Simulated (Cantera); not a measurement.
# Chlorosilane synthesis and conversion: Si + Cl2 + H2

Charge: 1 mol Si, a varied amount of Cl2, 1.6 mol H2, held at 750 K and 1.00 bar.

Cantera equilibrium calculation (NASA polynomials, part measured and part estimated; ideal gas, pure solids and liquids). Candidate condensed phases: Si; 19 gas species. The tables' values for SiCl3 are old estimates; treat these amounts as uncertain. Kinetics and transport are ignored.

```tsv
n(Cl2) (mol)	x H2	x SiCl4	x SiHCl3	x HCl	n Si(s)
0.5	0.847	0.0935	0.0564	0.000635	0.722
0.62	0.817	0.115	0.0647	0.000657	0.657
0.76	0.784	0.139	0.0731	0.000675	0.582
0.93	0.747	0.167	0.0819	0.000690	0.491
1.1	0.714	0.193	0.0892	0.000699	0.400
1.4	0.661	0.236	0.0997	0.000707	0.241
1.7	0.614	0.274	0.108	0.000708	0.0825
2.1	0.554	0.369	0.00123	0.0753	0
```
x: gas mole fraction; n: condensed amount in mol.

From 0.5 mol Cl2 to 1.7 mol Cl2 the condensed part is Si(s). At 2.1 mol Cl2 nothing is condensed. The main Si-bearing gas is SiCl4 throughout. The share of Si in condensed phases is highest at 0.5 mol Cl2 (72.2 %) and lowest at 2.1 mol Cl2 (0.0 %).
